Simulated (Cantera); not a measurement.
Cantera run, input and output.

```python
import numpy as np
import cantera as ct

gas = ct.Solution("gri30.yaml")
gas.TPX = 1350, 110000, {'CH4': 1, 'N2': 3.4}
reactor = ct.IdealGasConstPressureReactor(gas, energy="off", clone=False)
net = ct.ReactorNet([reactor])
net.rtol, net.atol = 1e-08, 1e-18
show = ['CH4', 'CH3', 'H', 'C2H2', 'C2H4', 'H2']
times = np.geomspace(2e-05, 300, 9)

steps = ct.SolutionArray(gas, extra=["t"])
rows = []
print(f"{'t/s':>10s}{'T/K':>9s}{'P/Pa':>11s}" + "".join(f"{s:>11s}" for s in show))
for t in times:
    while net.time < t:
        t_next = net.step()
        steps.append(gas.state, t=t_next)
    rows.append([np.interp(t, steps.t, y) for y in (steps.T, steps.P, *steps(*show).X.T)])
    print(f"{t:10.3e}{rows[-1][0]:9.1f}{rows[-1][1]:11.4g}" + "".join(f"{x:11.3e}" for x in rows[-1][2:]))
rate = np.gradient(steps.T, steps.t)
print("integrator steps:", len(steps.t))
if steps.T.max() > steps.T[0] + 200:
    print(f"time of steepest temperature rise: {steps.t[rate.argmax()]:.4e} s")
gas.TPX = 1350, 110000, {'CH4': 1, 'N2': 3.4}
gas.equilibrate("TP")
print(f"equilibrium (TP): T = {gas.T:.1f} K  " + "  ".join(f"{s} {gas[s].X[0]:.3e}" for s in show))
```

Result:

```
       t/s      T/K       P/Pa        CH4        CH3          H       C2H2       C2H4         H2
 2.000e-05   1350.0    1.1e+05  2.273e-01  1.136e-07  9.407e-10  4.146e-19  1.451e-13  5.635e-08
 1.578e-04   1350.0    1.1e+05  2.273e-01  8.998e-07  9.421e-10  2.819e-15  1.052e-10  4.512e-07
 1.245e-03   1350.0    1.1e+05  2.273e-01  5.909e-06  1.006e-09  1.508e-11  4.366e-08  3.652e-06
 9.819e-03   1350.0    1.1e+05  2.272e-01  1.011e-05  1.217e-09  1.217e-08  2.233e-06  3.233e-05
 7.746e-02   1350.0    1.1e+05  2.267e-01  1.687e-05  3.074e-09  3.747e-06  7.079e-05  3.382e-04
 6.111e-01   1350.0    1.1e+05  2.218e-01  2.125e-05  2.897e-08  8.980e-04  1.159e-03  5.344e-03
 4.821e+00   1350.0    1.1e+05  1.898e-01  1.489e-05  1.767e-07  1.341e-02  1.903e-03  4.419e-02
 3.803e+01   1350.0    1.1e+05  9.507e-02  9.303e-06  7.574e-07  4.372e-02  1.111e-02  1.535e-01
 3.000e+02   1350.0    1.1e+05  8.312e-02  9.237e-06  9.342e-07  4.698e-02  1.288e-02  1.668e-01
integrator steps: 1493
equilibrium (TP): T = 1350.0 K  CH4 7.263e-02  CH3 7.704e-06  H 9.787e-07  C2H2 2.714e-02  C2H4 8.163e-03  H2 1.830e-01
```

Detailed kinetics in Cantera: GRI-Mech 3.0 (53 species, 325 reactions). GRI-Mech 3.0 stops at C3 and has no aromatics, soot or wall deposition, so with more carbon than oxygen in the feed, carbon stays in small species such as C2H2 where larger ones or solid carbon would form.
